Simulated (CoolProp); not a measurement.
Octamethyltrisiloxane (MDM) along the isobar 0.101 MPa: fugacity coefficient from the reference equation and from simpler models built on Tc = 292.2 °C, pc = 1.438 MPa, ω = 0.528; each cubic takes its own stable root.

Values from CoolProp's reference Helmholtz-energy equation of state, Thol 2017.

```json
[
 {"T (°C)": "-20.15", "phase": "liquid", "reference": "0.0001312", "Soave-Redlich-Kwong": "0.0001637", "Peng-Robinson": "0.0002050"},
 {"T (°C)": "14.45", "phase": "liquid", "reference": "0.002426", "Soave-Redlich-Kwong": "0.002671", "Peng-Robinson": "0.003059"},
 {"T (°C)": "49.05", "phase": "liquid", "reference": "0.02072", "Soave-Redlich-Kwong": "0.02140", "Peng-Robinson": "0.02310"},
 {"T (°C)": "83.65", "phase": "liquid", "reference": "0.1042", "Soave-Redlich-Kwong": "0.1047", "Peng-Robinson": "0.1087"},
 {"T (°C)": "118.35", "phase": "liquid", "reference": "0.3610", "Soave-Redlich-Kwong": "0.3597", "Peng-Robinson": "0.3640"},
 {"T (°C)": "187.55", "phase": "gas", "reference": "0.9491", "Soave-Redlich-Kwong": "0.9507", "Peng-Robinson": "0.9477"},
 {"T (°C)": "222.25", "phase": "gas", "reference": "0.9613", "Soave-Redlich-Kwong": "0.9614", "Peng-Robinson": "0.9585"},
 {"T (°C)": "256.85", "phase": "gas", "reference": "0.9701", "Soave-Redlich-Kwong": "0.9697", "Peng-Robinson": "0.9669"},
 {"T (°C)": "291.45", "phase": "gas", "reference": "0.9765", "Soave-Redlich-Kwong": "0.9760", "Peng-Robinson": "0.9734"}
]
```
